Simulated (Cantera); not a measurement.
A closed system holds: 1 mol Fe, 0.36 mol NH₃, 1 mol H₂, equilibrated at 2.20 bar.

Equilibrium computed with Cantera from the NASA thermochemical tables; the gas is ideal and each condensed phase is pure. Candidate condensed phases: Fe; 10 gas species. Equilibrium is a limit: real reactors are often held back by kinetics, nucleation or transport.

Question: Which condensed phases are stable at each of these points (T (K)): 1050, 1075, 1100, 1125, 1150, 1175, 1200, 1225, 1250, 1275, 1300, 1325?

Answer: 
```csv
T (K),condensed phases,Fe condensed (%)
1050,Fe(α),100.0
1075,Fe(α),100.0
1100,Fe(α),100.0
1125,Fe(α),100.0
1150,Fe(α),100.0
1175,Fe(α),100.0
1200,Fe(γ),100.0
1225,Fe(γ),100.0
1250,Fe(γ),100.0
1275,Fe(γ),100.0
1300,Fe(γ),100.0
1325,Fe(γ),100.0
```

From 1050 K to 1175 K the condensed part is Fe(α). From 1200 K to 1325 K the condensed part is Fe(γ).
